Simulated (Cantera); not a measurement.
A closed system holds: 1 mol Pb, 1.8 mol O2, a varied amount of N2, 0.46 mol H2, at 1123.15 K and 42.0 Pa.

Cantera equilibrium calculation (NASA polynomials, part measured and part estimated; ideal gas, pure solids and liquids). Candidate condensed phases: H2O, Pb, PbO, PbO2, Pb3O4; 27 gas species. Kinetics and transport are ignored.

### Question
At 30 mol N2, list the 6 most abundant gas species with their mole fractions, and the condensed phases.

### Answer
N2 0.924, O2 0.0335, PbO 0.0274, H2O 0.0142, Pb 0.00121, NO 4.52e-5. Condensed: PbO(yellow).
